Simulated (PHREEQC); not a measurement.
Consider water at 25 °C with 0.65 mol/kgw Cu(NO3)2, 0.0054 mol/kgw H2SO4, 0.0019 mol/kgw H3BO3 and 0.012 mol/kgw KCl. Closed to the air; pH follows from the charge balance.

All values are PHREEQC results (ion-association model, wateq4f.dat), not measurements.

Problem. The ionic strength comes out as 1.96 mol/kgw. What activity coefficients do NO3-, SO4-2, K+, KSO4-, Cl- get?

Solution. NO3- 0.50, SO4-2 0.11, K+ 0.57, KSO4- 0.62, Cl- 0.57.

No solid was allowed to form. Caution: at this ionic strength the ion-association model is outside its range; a Pitzer model would be the better tool where its parameters exist.
